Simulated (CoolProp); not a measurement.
Saturation properties of o-xylene.

Values from CoolProp's reference Helmholtz-energy equation of state, Zhou 2012.

```tsv
T (K)	p (kPa)	enthalpy of vaporisation (kJ/kg)	liquid viscosity (µPa s)
484.7	453.2	296.0	161
493.2	530.2	289.1	153
501.7	616.7	282.0	146
510.2	713.4	274.5	138
518.7	[?]	266.7	131
527.2	940.8	258.4	124
535.8	1075	[?]	117
544.3	1221	240.3	111
552.8	1381	230.3	104
561.3	1558	219.6	97.4
569.8	1751	207.8	90.7
578.3	1962	194.8	[?]
586.8	2193	[?]	76.8
```

Q: What belongs in the gaps?

A: 
- 518.7, p (kPa): 821.2
- 535.8, enthalpy of vaporisation (kJ/kg): 249.6
- 578.3, liquid viscosity (µPa s): 83.9
- 586.8, enthalpy of vaporisation (kJ/kg): 180.2

It boils at 417.5 K under 1 atm.

Viscosity comes from a separate model (Cao 2016).
